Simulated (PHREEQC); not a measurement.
Consider water at 49 °C with 3.2 mmol/kgw ZnSO4 and 49 mmol/kgw FeSO4. Closed to the air; pH follows from the charge balance.

The numbers come from PHREEQC with the ion-association model, phreeqc.dat.

Precipitation was switched off in this run.

Order these S species by the share of S that they hold, largest first: SO4-2, Zn(SO4)2-2, ZnSO4, FeSO4.

SO4-2 (51 %), FeSO4 (45 %), ZnSO4 (2.7 %), Zn(SO4)2-2 (1.0 %)

Order these Zn species by the share of Zn that they hold, largest first: ZnSO4, Zn(SO4)2-2, Zn+2.

Zn+2 (49 %), ZnSO4 (43 %), Zn(SO4)2-2 (8.2 %)

The pH is 5.58 and the ionic strength 0.108 mol/kgw. Species that the database lacks are ignored. Away from 25 °C the constants follow the database's enthalpies or fits; those with neither stay at their 25 °C values.
